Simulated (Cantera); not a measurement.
Standard-state values (1 bar) from the NASA 1993 polynomials, evaluated with Cantera. Values are per mole of reaction as written; species without (g) are pure solids or liquids, kept so even where they would boil at 1 bar.

2 NO(g) + NbO2(g) → Nb + 2 NO2(g)

| T (K) | ΔH° (kJ) | ΔS° (J/K) | ΔG° (kJ) | log10 K |
|---|---|---|---|---|
| 1425 | 94.0 | -169.8 | 336.0 | -12.32 |
| 1525 | ? | ? | ? | ? |
| 1625 | 96.9 | -167.9 | 369.8 | -11.89 |
| 1725 | ? | ? | ? | ? |
| 1825 | 100.1 | -166.1 | 403.2 | -11.54 |
| 1925 | 101.9 | -165.1 | 419.8 | -11.39 |
| 2025 | 103.7 | -164.2 | 436.2 | -11.25 |

Q: Some entries are withheld; supply them.

A: 
- 1525, ΔH° (kJ): 95.4
- 1525, ΔS° (J/K): -168.9
- 1525, ΔG° (kJ): 353.0
- 1525, log10 K: -12.09
- 1725, ΔH° (kJ): 98.5
- 1725, ΔS° (J/K): -167.0
- 1725, ΔG° (kJ): 386.6
- 1725, log10 K: -11.71
